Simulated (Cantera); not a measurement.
**Thermodynamics of carbothermic reduction, feed Fe3O4 + CO + H2**

Input: 1 mol Fe3O4, 0.78 mol CO, 5.5 mol H2, held at 1 atm.

Cantera equilibrium calculation (NASA polynomials, part measured and part estimated; ideal gas, pure solids and liquids). Candidate condensed phases: C, C6H6, C7H8, C8H18, Fe, Fe(CO)5, FeO, Fe(OH)2, Fe(OH)3, Fe2O3, Fe3O4, H2O; 114 gas species. Each liquid is taken as pure. Mutual solubility and eutectic melting of coexisting phases are not modelled. The tables' stoichiometric FeO is somewhat more stable than real wüstite, so its field is too wide. FeO: taken at fixed stoichiometry. The numbers say what is thermodynamically allowed, not how fast it happens.

```csv
T (K),x H2,x H2O,x CO,x CO2,x Fe,x H,n Fe(γ),n FeO(s),n FeO(l),n Fe(δ),n Fe(l)
1550,0.609,0.267,0.107,0.0168,4.14e-7,2.44e-5,0.783,2.22,0,0,0
1650,0.593,0.282,0.108,0.0160,2.67e-6,6.95e-5,0.875,0,2.13,0,0
1750,0.599,0.277,0.110,0.0141,1.38e-5,0.000179,0,0,2.17,0.827,0
1850,0.600,0.275,0.111,0.0127,5.78e-5,0.000415,0,0,2.19,0,0.807
1950,0.597,0.278,0.112,0.0119,0.000202,0.000880,0,0,2.18,0,0.821
2050,0.593,0.280,0.113,0.0112,0.000622,0.00174,0,0,2.16,0,0.831
2150,0.589,0.282,0.113,0.0106,0.00171,0.00322,0,0,2.15,0,0.834
2250,0.584,0.282,0.113,0.0100,0.00428,0.00564,0,0,2.15,0,0.825
2350,0.576,0.281,0.113,0.00953,0.00987,0.00941,0,0,2.14,0,0.795
```
x: gas mole fraction; n: condensed amount in mol.

At 1550 K the condensed part is Fe(γ) + FeO(s). At 1650 K the condensed part is Fe(γ) + FeO(l). At 1750 K the condensed part is Fe(δ) + FeO(l). From 1850 K to 2350 K the condensed part is Fe(l) + FeO(l). The main Fe-bearing gas is Fe(OH)2 at 1550 K and Fe at 2350 K.
